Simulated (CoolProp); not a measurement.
Vapour-liquid equilibrium of n-decane (1) + n-dodecane (2) at 0.367 MPa; x and y are mole fractions of (1).

Computed with CoolProp (multi-fluid Helmholtz-energy mixture model, Lemmon 2006 and Lemmon 2004; pair parameters Bell 2016).

```json
[
 {"x": "0.05", "bubble temperature (K)": "549.0", "y at the bubble point": "0.088", "dew temperature at overall composition x (K)": "550.3", "liquid density (mol/L)": "3.142"},
 {"x": "0.125", "bubble temperature (K)": "544.8", "y at the bubble point": "0.211", "dew temperature at overall composition x (K)": "547.8", "liquid density (mol/L)": "3.195"},
 {"x": "0.2", "bubble temperature (K)": "540.7", "y at the bubble point": "0.323", "dew temperature at overall composition x (K)": "545.2", "liquid density (mol/L)": "3.249"},
 {"x": "0.275", "bubble temperature (K)": "536.7", "y at the bubble point": "0.424", "dew temperature at overall composition x (K)": "542.5", "liquid density (mol/L)": "3.303"},
 {"x": "0.35", "bubble temperature (K)": "532.9", "y at the bubble point": "0.515", "dew temperature at overall composition x (K)": "539.7", "liquid density (mol/L)": "3.357"},
 {"x": "0.425", "bubble temperature (K)": "529.1", "y at the bubble point": "0.597", "dew temperature at overall composition x (K)": "536.7", "liquid density (mol/L)": "3.411"},
 {"x": "0.5", "bubble temperature (K)": "525.6", "y at the bubble point": "0.670", "dew temperature at overall composition x (K)": "533.5", "liquid density (mol/L)": "3.465"},
 {"x": "0.575", "bubble temperature (K)": "522.2", "y at the bubble point": "0.735", "dew temperature at overall composition x (K)": "530.2", "liquid density (mol/L)": "3.519"},
 {"x": "0.65", "bubble temperature (K)": "519.0", "y at the bubble point": "0.794", "dew temperature at overall composition x (K)": "526.6", "liquid density (mol/L)": "3.573"},
 {"x": "0.725", "bubble temperature (K)": "515.9", "y at the bubble point": "0.846", "dew temperature at overall composition x (K)": "522.8", "liquid density (mol/L)": "3.627"},
 {"x": "0.8", "bubble temperature (K)": "513.0", "y at the bubble point": "0.894", "dew temperature at overall composition x (K)": "518.6", "liquid density (mol/L)": "3.681"},
 {"x": "0.875", "bubble temperature (K)": "510.2", "y at the bubble point": "0.937", "dew temperature at overall composition x (K)": "514.2", "liquid density (mol/L)": "3.736"},
 {"x": "0.95", "bubble temperature (K)": "507.6", "y at the bubble point": "0.976", "dew temperature at overall composition x (K)": "509.3", "liquid density (mol/L)": "3.791"}
]
```

No azeotrope shows between x = 0.05 and 0.95.

Pair parameters are fitted to limited data, so mixtures are less certain than the pure fluids.
